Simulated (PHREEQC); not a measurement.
0.37 g of hydrous ferric oxide (600 m²/g; 0.2 weak and 0.005 strong sites per Fe, Dzombak-Morel constants, diffuse double layer) in 1 kg of water with 0.3 mol/kgw of an inert sodium salt and 0.05 mmol/kgw Na2SO4, 0.075 mmol/kgw MgCl2 and 0.025 mmol/kgw NaF, at 25 °C; the pH is set by adding NaOH or the inert anion's acid. Oxygen is held at 0.21 atm. CO2 from the air is kept out. No solid was allowed to form.

The series has 17 steps of pH, from 3 to 11.

Computed with PHREEQC (ion-association model, wateq4f.dat).

### Question
Near which pH is half of the S sorbed, and on which side is more sorbed?

### Answer
Near pH 5.5, with more sorbed at lower pH.

### Question
Near which pH is half of the Mg sorbed, and on which side is more sorbed?

### Answer
Near pH 8.3, with more sorbed at higher pH.

Complexes and solids missing from the database can't appear. The oxide is taken as insoluble; below pH 4 it would dissolve.
